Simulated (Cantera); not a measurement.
# Stirred combustor or abatement burner

A perfectly stirred reactor is fed with 16.2 % CO, 5.50 % H2, 16.5 % O2, 61.8 % N2, equivalence ratio 0.66, at 100000 Pa; it is adiabatic with a 700 K inlet, and is followed from long to short residence time, starting on the burning branch (τ in s: 0.22, 0.07, 0.022, 0.007, 0.0022, 0.00069, 0.00022, 6.9e-05, 2.2e-05).

Cantera simulation using GRI-Mech 3.0 (53 species, 325 reactions); the numbers are that mechanism's predictions, not measurements.

| τ (s) | T (K) | x CO | x H2 | x O2 | x NO | x H2O2 | x HO2 | x CO2 |
|---|---|---|---|---|---|---|---|---|
| 0.22 | 2286 | 0.00825 | 0.000503 | 0.0631 | 0.00561 | 6.25e-8 | 2.43e-6 | 0.172 |
| 0.070 | 2278 | 0.00960 | 0.000586 | 0.0645 | 0.00358 | 6.14e-8 | 2.43e-6 | 0.171 |
| 0.022 | 2247 | 0.0133 | 0.000822 | 0.0668 | 0.00175 | 6.15e-8 | 2.47e-6 | 0.166 |
| 0.0070 | 2175 | 0.0207 | 0.00134 | 0.0699 | 0.000682 | 7.63e-8 | 3.14e-6 | 0.158 |
| 0.0022 | 2059 | 0.0313 | 0.00220 | 0.0739 | 0.000213 | 1.24e-7 | 5.51e-6 | 0.146 |
| 0.00069 | 1904 | 0.0434 | 0.00330 | 0.0785 | 8.56e-5 | 2.41e-7 | 1.04e-5 | 0.132 |
| 0.00022 | 1710 | 0.0583 | 0.00439 | 0.0849 | 4.94e-5 | 5.73e-7 | 1.83e-5 | 0.114 |
| 6.9e-5 | 1406 | 0.0980 | 0.00651 | 0.107 | 1.09e-5 | 2.15e-6 | 3.95e-5 | 0.0710 |
| 2.2e-5 | 700 | 0.162 | 0.0550 | 0.165 | <1e-12 | <1e-12 | <1e-12 | <1e-12 |
x: mole fraction; the columns are a selection and need not sum to one.
